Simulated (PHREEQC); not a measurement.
A solution holds 0.015 mol/kgw Pb(NO3)2, at 45 °C. Closed to the air; pH follows from the charge balance.

Computed with PHREEQC (ion-association model, phreeqc.dat).

| Quantity | Value |
|---|---|
| pH | 4.86 |
| ionic strength | 0.0402 mol/kgw |

```csv
species,molality,activity,log γ
NO3-,0.0276,0.0225,-0.088
Pb+2,0.0126,0.00592,-0.328
PbNO3+,0.00238,0.00197,-0.082
H+,1.61e-5,1.38e-5,-0.066
PbOH+,1.01e-5,8.34e-6,-0.082
Pb2OH+3,6.04e-6,1.10e-6,-0.738
OH-,3.55e-9,2.91e-9,-0.086
```

No solid was allowed to form. Constants without temperature data keep their 25 °C values here.
